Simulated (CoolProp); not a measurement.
The fluid at 298.15 K and 3.3 MPa flows at 5.5 m/s in a round tube of 12.7 mm bore and 0.25 µm roughness, fully developed (64/Re and Nu = 3.66 if laminar; Colebrook and Gnielinski if turbulent). The same conditions are run with several fluids, on thermodynamics alone (safety and materials aside).

Model: reference Helmholtz-energy equation of state of each fluid (carbon dioxide: Span 1996; methane: Setzmann 1991; nitrogen: Span 2000; oxygen: Schmidt 1985; dry air: Lemmon 2000), in CoolProp. Blends and air are pseudo-pure fits.

```tsv
fluid	Reynolds number	Darcy friction factor	pressure drop (Pa/m)	heat-transfer coefficient (W/(m² K))	mass flow (kg/h)
carbon dioxide	324000	0.0145	1240	890	181
methane	135000	…	…	704	56.7
nitrogen	143000	0.0169	751	528	93.9
oxygen	143000	0.0169	…	543	109
dry air	143000	0.0168	780	531	97.5
```

Task: What belongs in the gaps?

Result: 
- methane, Darcy friction factor: 0.0170
- methane, pressure drop (Pa/m): 459
- oxygen, pressure drop (Pa/m): 872

Transport values come from each fluid's own correlations.
